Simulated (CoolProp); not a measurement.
Vapour-liquid equilibrium of R114 (1) + n-hexane (2) at 1.77 bar; x and y are mole fractions of (1).

The numbers come from the multi-fluid Helmholtz-energy mixture model, Platzer 1990 and Thol 2019; pair parameters Bell 2016 in CoolProp. This equation is an older, rougher fit; its heat capacities, sound speeds and derivatives of the liquid may be far off and weren't checked against measurements.

| x | bubble temperature, mixture model (°C) | bubble temperature, Raoult's law (°C) | y, mixture model | y, Raoult's law |
|---|---|---|---|---|
| 0.05 | 75.5 | 79.0 | 0.314 | 0.257 |
| 0.2 | 52.5 | 60.0 | 0.712 | 0.655 |
| 0.35 | 40.6 | 47.3 | ___ | 0.820 |
| 0.5 | ___ | 38.0 | 0.898 | 0.903 |
| 0.65 | 28.4 | 30.9 | ___ | 0.949 |
| 0.8 | 24.3 | 25.3 | 0.963 | 0.977 |
| 0.95 | 20.4 | 20.6 | 0.990 | 0.995 |

### Question
Fill in the missing entries.

### Answer

- 0.35, y, mixture model: 0.839
- 0.5, bubble temperature, mixture model (°C): 33.5
- 0.65, y, mixture model: 0.934

The largest gap from Raoult's law is -7.5 K in bubble temperature, at x = 0.2. No azeotrope shows between x = 0.05 and 0.95.

The pair parameters rest on a limited set of measurements; away from them the model extrapolates.
